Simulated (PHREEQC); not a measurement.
A solution holds 13 mmol/kgw Cu(NO3)2 and 0.62 mmol/kgw FeCl3, at 25 °C. Closed to the air; pH follows from the charge balance.

Model: ion-association model, phreeqc.dat, run in PHREEQC.

| quantity | before | after |
|---|---|---|
| pH | 3.23 | 2.49 |
| ionic strength (mol/kgw) | 0.0415 | 0.0700 |
| FeOH+2 (mol/kgw) | 0.000384 | 0.00201 |
| Fe(OH)2+ (mol/kgw) | 0.000126 | 0.000106 |
| Fe+3 (mol/kgw) | 6.55e-5 | 0.00205 |
| CuCl+ (mol/kgw) | 3.21e-5 | 0.000270 |
| SI of Fe(OH)3(a) (Fe(OH)3) | +0.03 | -0.80 |
| SI of Goethite (FeOOH) | +5.93 | +5.09 |

### Question
What was changed between the two runs?
(A) FeCl3 from 0.00062 to 0.0062 mol/kgw
(B) FeCl3 from 0.00062 to 6.2e-05 mol/kgw
(C) Cu(NO3)2 from 0.013 to 0.026 mol/kgw
(D) Cu(NO3)2 replaced by CuCl2 at the same molality
(E) diluted 10-fold with water

### Answer
A, FeCl3 from 0.00062 to 0.0062 mol/kgw

This is a speciation only: nothing precipitates in the calculation. Some of these states are supersaturated (in Hematite (slow to form), Goethite (slow to form), for instance).
